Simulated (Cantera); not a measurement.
An isothermal, constant-pressure homogeneous reactor starts with CH₄ : N₂ = 1 : 170 (molar parts), at 1425 K and 36000 Pa.

Computed with Cantera and GRI-Mech 3.0 (53 species, 325 reactions). GRI-Mech 3.0 stops at C3 and has no aromatics, soot or wall deposition, so with more carbon than oxygen in the feed, carbon stays in small species such as C2H2 where larger ones or solid carbon would form.

### Question
Predict: x(CH₄) at 2.00 s; x(CH₃) at 2.00 s; x(CH₂) at 2.00 s; x(H₂) at 2.00 s; x(C₂H₆) at 2.00 s.

### Answer
```
Quantity                                              Value
-----------------  ----------------------------------------
x(CH₄) at 2.00 s    0.00446 (gas-phase equilibrium 6.99e-6)
x(CH₃) at 2.00 s    1.28e-5 (gas-phase equilibrium 1.72e-8)
x(CH₂) at 2.00 s   1.28e-9 (gas-phase equilibrium 1.58e-12)
x(H₂) at 2.00 s     0.00197 (gas-phase equilibrium 0.00871)
x(C₂H₆) at 2.00 s  7.09e-6 (gas-phase equilibrium 1.40e-11)
```
